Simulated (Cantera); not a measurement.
## Abatement and gas-phase synthesis: NH3 + O2 + H2

Input: 1 mol NH3, 1 mol O2, 13 mol H2, equilibrated at 2.30 bar.

These are equilibrium values from Cantera (NASA tables, ideal gas, pure condensed phases), not measurements of a reactor. Candidate condensed phases: H2O; 24 gas species. Equilibrium is a limit: real reactors are often held back by kinetics, nucleation or transport.

From 1050 °C to 2700 °C nothing is condensed.

| T (°C) | x H2 | x H2O | x H | x N2 | x OH | x O | x NO | x NH3 |
|---|---|---|---|---|---|---|---|---|
| 1050 | 0.833 | 0.133 | 9.55e-7 | 0.0333 | 2.21e-9 | <1e-12 | 2.81e-12 | 3.62e-5 |
| 1200 | 0.833 | 0.133 | 7.61e-6 | 0.0333 | 3.17e-8 | <1e-12 | 6.63e-11 | 2.15e-5 |
| 1350 | 0.833 | 0.133 | 4.16e-5 | 0.0333 | 2.79e-7 | 1.15e-11 | 8.75e-10 | 1.40e-5 |
| 1500 | 0.833 | 0.133 | 0.000171 | 0.0333 | 1.70e-6 | 2.73e-10 | 7.48e-9 | 9.87e-6 |
| 1650 | 0.833 | 0.133 | 0.000567 | 0.0333 | 7.81e-6 | 3.97e-9 | 4.58e-8 | 7.33e-6 |
| 1800 | 0.832 | 0.133 | 0.00158 | 0.0333 | 2.88e-5 | 3.93e-8 | 2.16e-7 | 5.69e-6 |
| 1950 | 0.830 | 0.133 | 0.00385 | 0.0333 | 8.91e-5 | 2.86e-7 | 8.29e-7 | 4.56e-6 |
| 2100 | 0.826 | 0.133 | 0.00837 | 0.0332 | 0.000239 | 1.63e-6 | 2.68e-6 | 3.75e-6 |
| 2250 | 0.818 | 0.132 | 0.0166 | 0.0330 | 0.000567 | 7.53e-6 | 7.53e-6 | 3.14e-6 |
| 2400 | 0.806 | 0.130 | 0.0303 | 0.0328 | 0.00122 | 2.94e-5 | 1.88e-5 | 2.65e-6 |
| 2550 | 0.786 | 0.127 | 0.0518 | 0.0324 | 0.00241 | 9.94e-5 | 4.26e-5 | 2.24e-6 |
| 2700 | 0.757 | 0.123 | 0.0833 | 0.0318 | 0.00439 | 0.000297 | 8.84e-5 | 1.87e-6 |
x: gas mole fraction; nothing condenses.
